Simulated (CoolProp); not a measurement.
Vapour-liquid equilibrium of n-octane (1) + n-dodecane (2) at 0.193 MPa; x and y are mole fractions of (1).

Computed with CoolProp (multi-fluid Helmholtz-energy mixture model, Beckmüller 2019 and Lemmon 2004; pair parameters Bell 2016).

| x | bubble temperature (K) | y at the bubble point | dew temperature at overall composition x (K) | liquid density (mol/L) |
|---|---|---|---|---|
| 0.05 | … | 0.193 | 516.3 | 3.415 |
| 0.125 | 497.6 | 0.418 | 513.0 | 3.553 |
| 0.2 | 486.6 | 0.581 | 509.4 | 3.689 |
| 0.275 | 476.8 | … | 505.6 | 3.823 |
| 0.35 | 468.2 | 0.781 | 501.5 | 3.955 |
| 0.425 | 460.5 | 0.841 | 497.1 | 4.087 |
| 0.5 | 453.8 | 0.885 | 492.3 | 4.218 |
| 0.575 | 447.7 | 0.918 | 487.0 | 4.350 |
| 0.65 | 442.4 | … | 481.0 | 4.484 |
| 0.725 | 437.6 | … | 474.1 | 4.619 |
| 0.8 | 433.3 | 0.975 | 465.9 | 4.756 |
| 0.875 | 429.4 | 0.986 | 455.4 | 4.896 |
| 0.95 | 425.9 | 0.995 | 440.5 | 5.039 |

Question: What belongs in the gaps?

Answer: 
- 0.05, bubble temperature (K): 509.7
- 0.275, y at the bubble point: 0.697
- 0.65, y at the bubble point: 0.942
- 0.725, y at the bubble point: 0.961

No azeotrope shows between x = 0.05 and 0.95.

The pair parameters rest on a limited set of measurements; away from them the model extrapolates.
